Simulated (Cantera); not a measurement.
**Low-pressure radical oxidation in H2/O2**

An isothermal, constant-pressure homogeneous reactor starts with 2.91 % H2, 97.1 % O2, equivalence ratio 0.015, at 1225 K and 5.18 Torr.

Detailed kinetics in Cantera: GRI-Mech 3.0 (53 species, 325 reactions). Radical loss at walls, strong at low pressure, is not modelled.

```csv
t (s),x H2,x O2,x H2O,x H,x H2O2
1.00e-6,0.0291,0.971,<1e-12,2.12e-11,<1e-12
5.68e-6,0.0291,0.971,<1e-12,1.17e-10,<1e-12
3.23e-5,0.0291,0.971,6.84e-12,5.67e-10,<1e-12
0.000184,0.0291,0.971,8.00e-10,2.04e-9,<1e-12
0.00104,0.0291,0.971,9.21e-8,2.67e-8,1.73e-11
0.00593,0.0134,0.958,0.0121,0.00301,8.49e-8
0.0337,0.000293,0.948,0.0264,0.00265,2.60e-8
0.192,0.000177,0.957,0.0277,0.00119,2.55e-8
1.09,2.97e-5,0.968,0.0291,7.86e-5,1.75e-8
6.19,1.64e-6,0.970,0.0295,1.02e-6,4.57e-9
35.2,1.07e-7,0.970,0.0295,1.71e-8,6.54e-10
200,1.32e-8,0.970,0.0295,7.44e-10,1.11e-10
```
x: mole fraction; the columns are a selection and need not sum to one.

Equilibrium at this temperature and pressure: H2 7.69e-9, O2 0.970, H2O 0.0296, H 3.31e-10, H2O2 7.21e-11 (gas phase only).
